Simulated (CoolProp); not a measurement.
Dimethyl carbonate along the isobar 2.44 MPa: density (kg/m³) from the reference equation and from simpler models built on Tc = 557.0 K, pc = 4.909 MPa, ω = 0.346; each cubic takes its own stable root.

Values from CoolProp's reference Helmholtz-energy equation of state, Zhou 2011.

| T (K) | phase | reference |
|---|---|---|
| 476 | liquid | 792.6 |
| 484.2 | liquid | 775.1 |
| 492.5 | liquid | 755.9 |
| 500.8 | liquid | 735.0 |
| 517.3 | gas | 70.84 |
| 525.6 | gas | 67.71 |
| 533.8 | gas | 65.06 |
| 542.1 | gas | 62.72 |
| 550.4 | gas | 60.64 |
| 558.7 | gas | 58.77 |
| 566.9 | gas | 57.09 |
| 575.2 | gas | 55.53 |
| 583.5 | gas | 54.09 |
| 591.7 | gas | 52.78 |
| 600 | gas | 51.54 |

Problem. How far does each simpler model (van der Waals, Redlich-Kwong, Soave-Redlich-Kwong) lie from the reference over these 15 states: mean and median of the absolute difference, and the worst?

Solution. 
- van der Waals: mean 26.6 %, median 4.4 %, worst -90.5 % at 500.8 K and 2.44 MPa
- Redlich-Kwong: mean 10.7 %, median 1.1 %, worst -89.8 % at 500.8 K and 2.44 MPa
- Soave-Redlich-Kwong: mean 4.4 %, median 0.6 %, worst -16.4 % at 500.8 K and 2.44 MPa

At some of these states van der Waals, Redlich-Kwong gives the other phase, because its saturation line lies elsewhere.
